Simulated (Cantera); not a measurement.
Charge: 1 mol SiCl4, 8.3 mol NH3, 0.75 mol H2, at 0.110 bar.

Cantera equilibrium calculation (NASA polynomials, part measured and part estimated; ideal gas, pure solids and liquids). Candidate condensed phases: NH4Cl, Si, Si3N4; 28 gas species. Gases not in the tables: Si2H6 and higher silanes. Kinetics and transport are ignored.

Problem. Which condensed phases are stable at each of these points (T (°C)): 1000, 1075, 1150, 1225, 1300, 1375, 1450, 1525, 1600, 1675?

Solution. 
| T (°C) | condensed phases | Si condensed (%) |
|---|---|---|
| 1000 | Si3N4(s) | 97.5 |
| 1075 | Si3N4(s) | 97.0 |
| 1150 | Si3N4(s) | 95.1 |
| 1225 | Si3N4(s) | 90.4 |
| 1300 | Si3N4(s) | 80.7 |
| 1375 | Si3N4(s) | 64.8 |
| 1450 | Si3N4(s) | 43.8 |
| 1525 | Si3N4(s) | 20.9 |
| 1600 | Si(l) | 2.3 |
| 1675 | Si(l) | 4.8 |

From 1000 °C to 1525 °C the condensed part is Si3N4(s). From 1600 °C to 1675 °C the condensed part is Si(l).
